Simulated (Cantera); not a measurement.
Input: 1 mol B2H6, a varied amount of N2, 3.4 mol H2, at 7.50 Torr.

Equilibrium computed with Cantera from the NASA thermochemical tables; the gas is ideal and each condensed phase is pure. Candidate condensed phases: B, BN; 15 gas species. The feed counts by its element totals alone. N2 is the only nitrogen source here; it is nearly inert below about 1500 K, so the nitride shown seldom forms there in practice. Mutual solubility and eutectic melting of coexisting phases are not modelled. Rates play no part.

Stable condensed phases, one row left out:

```
T in °C \ n(N2) in mol
         0.38 0.49 0.64 0.83  1.1  1.4  1.8  2.3    3
   2127     A    A    A    A    A    A    A    A    A
   1827     B    B    B    B    B    C    C    C    C
   1677     B    B    B    B    C    C    C    C    C
   1527     B    B    B    B    C    C    C    C    C
   1377     B    B    B    B    C    C    C    C    C
   1227     B    B    B    B    C    C    C    C    C
   1077     B    B    B    B    C    C    C    C    C
    927     B    B    B    B    C    C    C    C    C
    777     B    B    B    B    C    C    C    C    C
```

A: B; B: B + BN; C: BN.

Give the row for 1977 °C.

0.38: B; 0.49: B; 0.64: B; 0.83: B; 1.1: B; 1.4: B; 1.8: B; 2.3: B; 3: B.
